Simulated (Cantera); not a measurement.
Input: 1 mol FeS₂, 0.16 mol SO₃, 0.31 mol H₂O, equilibrated at 1 atm.

Equilibrium computed with Cantera from the NASA thermochemical tables; the gas is ideal and each condensed phase is pure. Candidate condensed phases: Fe, FeO, Fe(OH)₂, Fe(OH)₃, FeS, FeSO₄, FeS₂, Fe₂O₃, Fe₂(SO₄)₃, Fe₃O₄, H₂O, H₂SO₄, S; 22 gas species. FeS: taken at fixed stoichiometry. Gases not in the tables: S₃ to S₇. Rates play no part.

Problem. Which condensed phases are stable at each of these points (T (°C)): 477, 577, 677, 777, 877, 977, 1077, 1177, 1277, 1377?

Solution. 
| T (°C) | condensed phases | Fe condensed (%) |
|---|---|---|
| 477 | FeS₂(s) + Fe₃O₄(s) | 100.0 |
| 577 | FeS₂(s) + Fe₃O₄(s) | 100.0 |
| 677 | FeS(s) + FeS₂(s) | 100.0 |
| 777 | FeS(s) | 100.0 |
| 877 | FeS(s) | 100.0 |
| 977 | FeS(s) | 100.0 |
| 1077 | FeS(s) | 100.0 |
| 1177 | FeS(s) | 100.0 |
| 1277 | FeS(l) | 100.0 |
| 1377 | FeS(l) | 100.0 |

From 477 °C to 577 °C the condensed part is FeS₂(s) + Fe₃O₄(s). At 677 °C the condensed part is FeS(s) + FeS₂(s). From 777 °C to 1177 °C the condensed part is FeS(s). From 1277 °C to 1377 °C the condensed part is FeS(l).
